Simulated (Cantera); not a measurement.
Gas mixture: 77.9 % H2O, 22.1 % N2O, at 8.25 Torr, frozen composition.

Cantera's kinetic-theory transport with the Lennard-Jones parameters of GRI-Mech 3.0, ideal gas; thermal conductivity in the multicomponent form. Polar gases are described roughly by these parameters. The composition is frozen, though it would react at the higher temperatures.

D: mixture-averaged diffusion coefficient of that species in the mixture.

```json
[
 {"T (K)": "400", "ρ (kg/m³)": "0.00786", "cp (J/kg/K)": "1520", "μ (µPa s)": "15.8", "λ (mW/m/K)": "34.9", "Pr": "0.687", "D (cm²/s) C2H2": "?", "D (cm²/s) H2O": "26.9", "D (cm²/s) OH": "52.3"},
 {"T (K)": "650", "ρ (kg/m³)": "0.00484", "cp (J/kg/K)": "1671", "μ (µPa s)": "25.5", "λ (mW/m/K)": "62.6", "Pr": "0.680", "D (cm²/s) C2H2": "?", "D (cm²/s) H2O": "68.4", "D (cm²/s) OH": "125"},
 {"T (K)": "900", "ρ (kg/m³)": "0.00349", "cp (J/kg/K)": "1813", "μ (µPa s)": "34.6", "λ (mW/m/K)": "92.4", "Pr": "0.678", "D (cm²/s) C2H2": "?", "D (cm²/s) H2O": "124", "D (cm²/s) OH": "219"},
 {"T (K)": "1150", "ρ (kg/m³)": "0.00273", "cp (J/kg/K)": "1944", "μ (µPa s)": "43.0", "λ (mW/m/K)": "123", "Pr": "0.677", "D (cm²/s) C2H2": "?", "D (cm²/s) H2O": "193", "D (cm²/s) OH": "332"},
 {"T (K)": "1400", "ρ (kg/m³)": "0.00225", "cp (J/kg/K)": "2058", "μ (µPa s)": "50.9", "λ (mW/m/K)": "155", "Pr": "0.677", "D (cm²/s) C2H2": "?", "D (cm²/s) H2O": "272", "D (cm²/s) OH": "462"},
 {"T (K)": "1650", "ρ (kg/m³)": "0.00191", "cp (J/kg/K)": "2155", "μ (µPa s)": "58.3", "λ (mW/m/K)": "186", "Pr": "0.676", "D (cm²/s) C2H2": "?", "D (cm²/s) H2O": "360", "D (cm²/s) OH": "609"},
 {"T (K)": "1900", "ρ (kg/m³)": "0.00166", "cp (J/kg/K)": "2237", "μ (µPa s)": "65.3", "λ (mW/m/K)": "216", "Pr": "0.676", "D (cm²/s) C2H2": "?", "D (cm²/s) H2O": "459", "D (cm²/s) OH": "771"}
]
```

Task: Complete the blanks.

Result: 
- 400, D (cm²/s) C2H2: 25.4
- 650, D (cm²/s) C2H2: 63.3
- 900, D (cm²/s) C2H2: 114
- 1150, D (cm²/s) C2H2: 175
- 1400, D (cm²/s) C2H2: 246
- 1650, D (cm²/s) C2H2: 325
- 1900, D (cm²/s) C2H2: 413
